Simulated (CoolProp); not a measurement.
A closed Brayton cycle with carbon dioxide: compressor inlet 309.15 K and 10 MPa, high pressure 31.5 MPa, turbine inlet 790 K, compressor efficiency 0.85, turbine efficiency 0.93, recuperator effectiveness 0.95 (on enthalpy, no pinch check). Each further row changes one setting.

Computed with CoolProp (reference Helmholtz-energy equation of state, Span 1996).

```csv
case,thermal efficiency (%),net work (kJ/kg),compressor to turbine work,compressor exit (K),turbine exit (K)
as stated,39.4,113,0.23,342.2,651.9
turbine inlet 740 K,37.3,102,0.24,342.2,[?]
compressor inlet 319.15 K,37.6,104,0.29,378.3,651.9
high pressure 26.8 MPa,[?],101,0.21,[?],670.7
recuperator effectiveness 0.5,24.5,113,0.23,342.2,651.9
```

Q: What belongs in the gaps?

A: 
- turbine inlet 740 K, turbine exit (K): 606.9
- high pressure 26.8 MPa, thermal efficiency (%): 38.5
- high pressure 26.8 MPa, compressor exit (K): 336.4
